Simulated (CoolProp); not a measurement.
Model: reference Helmholtz-energy equation of state, Polt 1992, in CoolProp. This equation is an older, rougher fit.

For cyclopropane, give the phase and the cp (kJ/(kg K)), cv (kJ/(kg K)), speed of sound (m/s) at 469.5 K and 0.0325 MPa; 385.8 K and 2.95 MPa.


- 469.5 K and 0.0325 MPa: gas; cp 2.13, cv 1.93, speed of sound 319
- 385.8 K and 2.95 MPa: gas; cp 2.40, cv 1.76, speed of sound 236
